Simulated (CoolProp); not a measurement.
Saturated liquid density (kg/m³) of methanol: the reference equation beside estimates from Tc = 240.2 °C, pc = 8216 kPa, ω = 0.565.

The numbers come from the reference Helmholtz-energy equation of state, de Reuck 1993 in CoolProp.

```
T (°C)  reference  van der Waals  Redlich-Kwong  Soave-Redlich-Kwong
------  ---------  -------------  -------------  -------------------
-24.75      833.0          407.9          606.3                636.4
3.75        806.1          395.2          585.2                619.9
32.35       779.3          381.4          561.8                600.9
60.85       752.0          366.5          535.9                578.8
89.45       722.6          350.1          506.9                552.6
117.95      689.8          331.8          474.3                521.6
146.55      651.4          311.0          436.7                483.7
175.05      603.9          286.5          392.6                436.3
203.65      539.5          255.4          337.3                372.9
```

Absolute difference from the reference over all 9 rows, mean and median: van der Waals 51.7 and 51.5 %, Redlich-Kwong 30.9 and 29.9 %, Soave-Redlich-Kwong 25.0 and 23.6 %.
